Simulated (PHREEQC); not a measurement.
# Silver or lead bath: speciation

Solution (20 °C and 300 atm): 0.00085 mol PbCl2 and 0.035 mol NaCl per kg of water. Closed to the air; pH follows from the charge balance.

Model: ion-association model, phreeqc.dat, run in PHREEQC.

This is a speciation only: nothing precipitates in the calculation.

Task: What pH, specific conductance does the model give?

Result: pH 5.62; specific conductance 3640 µS/cm.

Task: In which forms is Pb present?

Result: Pb+2 61 %, PbCl+ 37 %, PbCl2 1.5 % of the Pb.

Under pressure, the constants of complexes without a molar volume in the database are unreliable.
